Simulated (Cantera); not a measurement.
# Low-pressure radical oxidation in H2/O2

A perfectly stirred reactor is fed with H2 : O2 = 0.0081 : 1 (molar parts), at 0.0336 atm; it is held at 1148 K, and followed from long to short residence time.

Computed with Cantera and the H2/O2 subset of GRI-Mech 3.0, which has no nitrogen chemistry. Radical loss at walls, strong at low pressure, is not modelled.

```
τ (s)       x H2   x O2    x H2O      x OH   x H2O2       x O
------  --------  -----  -------  --------  -------  --------
4.6      1.79e-5  0.992  0.00800   9.82e-5  1.99e-8  0.000206
1.6      3.23e-5  0.991  0.00796  0.000141  2.65e-8  0.000401
0.56     5.76e-5  0.991  0.00790  0.000201  3.41e-8  0.000755
0.19    0.000105  0.990  0.00779  0.000291  4.38e-8   0.00137
0.066   0.000195  0.989  0.00761  0.000417  5.71e-8   0.00227
0.023   0.000377  0.988  0.00729  0.000591  7.82e-8   0.00330
0.0080  0.000778  0.987  0.00670  0.000822  1.14e-7   0.00408
0.0028   0.00167  0.987  0.00562   0.00107  1.64e-7   0.00410
```
x: mole fraction; the columns are a selection and need not sum to one.
